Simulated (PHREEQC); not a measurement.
A column of 0.5 m (30 cells, dispersivity 0.025 m, 300 s a shift, diffusion coefficient 3e-10 m²/s) holds 0.0034 eq of the database's cation exchanger X per kg of pore water, first in equilibrium with 0.0007 mol/kgw MgSO4, 0.013 mol/kgw CdCl2, 0.00099 mol/kgw LiCl and 1e-05 mol/kgw HCl. It is flushed with 5.9 mmol/kgw KCl and 0.01 mmol/kgw HCl, at 15 °C. Values are for the last cell. The system is closed to CO2. Nothing may precipitate in this run.

Model: ion-association model, phreeqc.dat, run in PHREEQC.

**Question.** Predict K in solution (mol/kgw), S in solution (mol/kgw), Li in solution (mol/kgw) at pore volumes = 0.95, 1.617.

**Answer.** 
```json
[
 {"pore volumes": "0.95", "K in solution (mol/kgw)": "0.00194", "S in solution (mol/kgw)": "0.000352", "Li in solution (mol/kgw)": "0.000512"},
 {"pore volumes": "1.617", "K in solution (mol/kgw)": "0.00424", "S in solution (mol/kgw)": "3.09e-5", "Li in solution (mol/kgw)": "5.00e-5"}
]
```
